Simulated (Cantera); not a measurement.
Charge: 1 mol CuO, 1.5 mol C, 0.35 mol N₂, held at 940000 Pa.

Equilibrium computed with Cantera from the NASA thermochemical tables; the gas is ideal and each condensed phase is pure. Candidate condensed phases: C, Cu, CuO, Cu₂O; 27 gas species. Kinetics and transport are ignored.

Problem. Which condensed phases are stable at each of these points (T (K)): 823, 1023, 1223, 1423, 1623, 1823, 2023, 2223, 2423, 2623?

Solution. 
```json
[
 {"T (K)": "823", "condensed phases": "C(graphite) + Cu(s)", "Cu condensed (%)": "100.0"},
 {"T (K)": "1023", "condensed phases": "C(graphite) + Cu(s)", "Cu condensed (%)": "100.0"},
 {"T (K)": "1223", "condensed phases": "C(graphite) + Cu(s)", "Cu condensed (%)": "100.0"},
 {"T (K)": "1423", "condensed phases": "C(graphite) + Cu(l)", "Cu condensed (%)": "100.0"},
 {"T (K)": "1623", "condensed phases": "C(graphite) + Cu(l)", "Cu condensed (%)": "100.0"},
 {"T (K)": "1823", "condensed phases": "C(graphite) + Cu(l)", "Cu condensed (%)": "100.0"},
 {"T (K)": "2023", "condensed phases": "C(graphite) + Cu(l)", "Cu condensed (%)": "99.9"},
 {"T (K)": "2223", "condensed phases": "C(graphite) + Cu(l)", "Cu condensed (%)": "99.6"},
 {"T (K)": "2423", "condensed phases": "C(graphite) + Cu(l)", "Cu condensed (%)": "98.4"},
 {"T (K)": "2623", "condensed phases": "C(graphite) + Cu(l)", "Cu condensed (%)": "94.7"}
]
```

From 823 K to 1223 K the condensed part is C(graphite) + Cu(s). From 1423 K to 2623 K the condensed part is C(graphite) + Cu(l).
